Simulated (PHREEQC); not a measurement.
Consider water at 25 °C with 0.02 mol Pb(NO3)2 and 3.3e-05 mol MgSO4 per kg of water. Closed to the air; pH follows from the charge balance.

The numbers come from PHREEQC with the ion-association model, phreeqc.dat.

| quantity | before | after |
|---|---|---|
| pH | 4.79 | 5.73 |
| ionic strength (mol/kgw) | 0.0524 | 0.000597 |
| NO3- (mol/kgw) | 0.0362 | 0.000399 |
| Pb+2 (mol/kgw) | 0.0162 | 0.000197 |
| PbNO3+ (mol/kgw) | 0.00380 | 1.04e-6 |
| PbOH+ (mol/kgw) | 1.06e-5 | 1.90e-6 |
| SI of Pb(OH)2 (Pb(OH)2) | -0.71 | -0.44 |

Question: Which change was made?
A. diluted 100-fold with water
B. diluted 5-fold with water
C. temperature from 25 to 75 °C
D. 0.00073 mol/kgw AlCl3 added
E. MgSO4 replaced by MgBr2 at the same molality

Answer: A, diluted 100-fold with water

No solid was allowed to form. Some of these states are supersaturated (in Anglesite, for instance).
